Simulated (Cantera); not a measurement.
What does this Cantera script print?

```python
import numpy as np
import cantera as ct

gas = ct.Solution("h2o2.yaml")
gas.TPX = 350, 600000, {'H2': 1, 'O2': 0.588, 'N2': 2.21}
flame = ct.FreeFlame(gas, width=0.011)
flame.set_refine_criteria(ratio=3, slope=0.08, curve=0.16)
flame.transport_model = "mixture-averaged"
flame.solve(loglevel=0, auto=True)
z, T = flame.grid, flame.T
thick = (T[-1] - T[0]) / np.gradient(T, z).max()
show = ['H2', 'O2', 'H', 'H2O', 'H2O2', 'HO2']
print(f"laminar burning velocity  {flame.velocity[0] * 100:.3f} cm/s")
print(f"burnt temperature         {T[-1]:.1f} K")
print(f"thermal thickness         {thick * 1e3:.4f} mm")
print(f"grid points               {len(z)}")
z0 = z[flame.heat_release_rate.argmax()]
print(f"{'z/mm':>9s}{'T/K':>9s}{'u/(m/s)':>9s}" + "".join(f"{s:>11s}" for s in show))
rows = []
for k in (-3, -2, -1.5, -1, -0.5, -0.25, 0, 0.25, 0.5, 1, 2, 4, 8):
    zz = z0 + k * thick
    rows.append([k * thick, np.interp(zz, z, T), np.interp(zz, z, flame.velocity),
                 *(np.interp(zz, z, flame.X[gas.species_index(s)]) for s in show)])
    print(f"{rows[-1][0] * 1e3:9.3f}{rows[-1][1]:9.1f}{rows[-1][2]:9.3f}" + "".join(f"{x:11.3e}" for x in rows[-1][3:]))
```

Output:

```
laminar burning velocity  156.990 cm/s
burnt temperature         2251.4 K
thermal thickness         0.0451 mm
grid points               115
     z/mm      T/K  u/(m/s)         H2         O2          H        H2O       H2O2        HO2
   -0.135    350.1    1.569  2.629e-01  1.549e-01  8.111e-15  7.221e-07  2.825e-09  7.201e-09
   -0.090    350.5    1.568  2.611e-01  1.553e-01  1.109e-13  1.002e-05  4.448e-08  1.122e-07
   -0.068    351.8    1.567  2.579e-01  1.560e-01  8.856e-13  4.689e-05  2.283e-07  5.737e-07
   -0.045    362.1    1.590  2.457e-01  1.584e-01  8.063e-11  5.702e-04  3.377e-06  8.622e-06
   -0.023    522.7    2.174  1.922e-01  1.622e-01  3.607e-06  1.726e-02  1.092e-04  4.859e-04
   -0.011    904.4    3.642  1.392e-01  1.452e-01  8.106e-04  6.838e-02  1.872e-04  1.017e-03
    0.000   1348.1    5.351  8.476e-02  1.087e-01  5.192e-03  1.440e-01  4.909e-05  4.974e-04
    0.011   1647.5    6.514  4.524e-02  7.280e-02  9.164e-03  2.055e-01  6.225e-06  2.458e-04
    0.023   1820.4    7.184  2.598e-02  5.268e-02  9.300e-03  2.378e-01  3.709e-06  1.360e-04
    0.045   1991.1    7.826  1.451e-02  4.016e-02  5.999e-03  2.600e-01  2.271e-06  6.506e-05
    0.090   2122.9    8.301  8.484e-03  3.535e-02  2.484e-03  2.737e-01  1.412e-06  2.952e-05
    0.181   2200.7    8.571  4.238e-03  3.331e-02  8.007e-04  2.828e-01  9.013e-07  1.309e-05
    0.361   2238.0    8.697  1.901e-03  3.263e-02  2.369e-04  2.878e-01  6.109e-07  6.552e-06
```

Computed with Cantera and the H2/O2 subset of GRI-Mech 3.0, which has no nitrogen chemistry. The hydrogen kinetics of GRI-Mech 3.0 are dated; newer H2 mechanisms differ, most at raised pressure. Burning velocities carry a grid error of a few per cent, more on coarse grids.
